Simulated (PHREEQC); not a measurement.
Consider water at 25 °C and 50 atm with 40 mmol/kgw FeCl3, 2.2 mmol/kgw CaCl2, 0.3 mmol/kgw NaHCO3 and 0.98 mmol/kgw Na2SO4. Closed to the air; pH follows from the charge balance.

Model: ion-association model, phreeqc.dat, run in PHREEQC.

```tsv
quantity	before	after
pH	2.02	2.05
ionic strength (mol/kgw)	0.188	0.240
Cl- (mol/kgw)	0.107	0.144
SO4-2 (mol/kgw)	0.000105	0.000130
HSO4- (mol/kgw)	3.74e-5	3.95e-5
NaSO4- (mol/kgw)	3.54e-7	4.05e-7
SI of Halite (NaCl)	-5.46	-5.35
```

Problem. What was changed between the two runs?
(A) temperature from 25 to 10 °C
(B) 0.0012 mol/kgw Ca(OH)2 added
(C) FeCl3 replaced by FeCl2 at the same molality
(D) CaCl2 left out
(E) CaCl2 from 0.0022 to 0.022 mol/kgw

Solution. E, CaCl2 from 0.0022 to 0.022 mol/kgw

This is a speciation only: nothing precipitates in the calculation. Some of these states are supersaturated (in Hematite (slow to form), Goethite (slow to form), for instance). Under pressure, the constants of complexes without a molar volume in the database are unreliable.
